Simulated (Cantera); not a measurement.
Adiabatic ignition

An adiabatic, constant-volume homogeneous reactor starts with 3.97 % CH₄, 2.54 % CO, 19.6 % O₂, 73.9 % N₂, at 1600 K and 1.00 bar.

Computed with Cantera and GRI-Mech 3.0 (53 species, 325 reactions).

```csv
t (s),T (K),P (bar),x CH₄,x CO,x O₂,x CH₂O,x CH₂,x CO₂,x C₂H₂
4.00e-6,1600,1.000,0.0397,0.0254,0.196,2.16e-8,<1e-12,1.40e-7,<1e-12
9.16e-6,1600,1.000,0.0397,0.0254,0.196,1.38e-7,3.05e-12,3.75e-7,<1e-12
2.10e-5,1600,1.000,0.0397,0.0254,0.196,8.54e-7,1.37e-11,1.09e-6,<1e-12
4.80e-5,1600,1.000,0.0397,0.0254,0.196,5.56e-6,8.52e-11,3.52e-6,1.89e-11
0.000110,1600,1.00,0.0396,0.0254,0.196,4.22e-5,9.55e-10,1.33e-5,1.12e-9
0.000252,1606,1.00,0.0381,0.0255,0.195,0.000496,4.93e-8,0.000105,2.50e-7
0.000577,2607,1.63,<1e-12,0.0111,0.103,1.35e-11,<1e-12,0.0539,<1e-12
0.00132,2629,1.64,<1e-12,0.00967,0.101,1.19e-11,<1e-12,0.0554,<1e-12
0.00303,2621,1.64,<1e-12,0.00944,0.0988,1.14e-11,<1e-12,0.0557,<1e-12
0.00693,2611,1.63,<1e-12,0.00921,0.0960,1.08e-11,<1e-12,0.0559,<1e-12
0.0159,2608,1.63,<1e-12,0.00912,0.0950,1.06e-11,<1e-12,0.0560,<1e-12
0.0364,2608,1.63,<1e-12,0.00911,0.0949,1.06e-11,<1e-12,0.0560,<1e-12
0.0833,2608,1.63,<1e-12,0.00911,0.0949,1.06e-11,<1e-12,0.0560,<1e-12
0.191,2608,1.63,<1e-12,0.00911,0.0949,1.06e-11,<1e-12,0.0560,<1e-12
0.437,2608,1.63,<1e-12,0.00911,0.0949,1.06e-11,<1e-12,0.0560,<1e-12
1.00,2608,1.63,<1e-12,0.00911,0.0949,1.06e-11,<1e-12,0.0560,<1e-12
```
x: mole fraction; the columns are a selection and need not sum to one.

- time of steepest temperature rise = 0.370 ms
- temperature at 1.00 s = 2608 K
- equilibrium temperature = 2608 K
- x(CH₄) at 1.00 s = <1e-12 (gas-phase equilibrium <1e-12)
- x(CO) at 1.00 s = 0.00911 (gas-phase equilibrium 0.00911)
- x(O₂) at 1.00 s = 0.0949 (gas-phase equilibrium 0.0949)
